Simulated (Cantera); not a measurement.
Input: 1 mol Fe(CO)5, 1.2 mol H2, held at 0.100 bar.

Cantera equilibrium calculation (NASA polynomials, part measured and part estimated; ideal gas, pure solids and liquids). Candidate condensed phases: C, C6H6, C7H8, C8H18, Fe, Fe(CO)5, FeO, Fe(OH)2, Fe(OH)3, Fe2O3, Fe3O4, H2O; 114 gas species. Condensed phases not in the tables: cementite and carbon dissolved in iron. Kinetics and transport are ignored. All values below are at 1048 K.

Base state: CO 0.790, H2 0.194, CO2 0.0138, H2O 0.00286, CH4 0.000219 (mole fractions); condensed: C(graphite) + Fe(α).

Task: What changes in the equilibrium state with this change: Fe(CO)5 replaced by Pb?

Result: 
| species | before | after |
|---|---|---|
| H2 | 0.194 | 1.000 |
| Pb | 0 | 0.000447 |
| CO | 0.790 | 0 |
| CO2 | 0.0138 | 0 |
| H2O | 0.00286 | 0 |
| CH4 | 0.000219 | 0 |
| C(graphite), mol | 0.100 | 0 |
| Fe(α), mol | 1.00 | 0 |
| Pb(l), mol | 0 | 0.999 |
Further candidate phases: Pb.
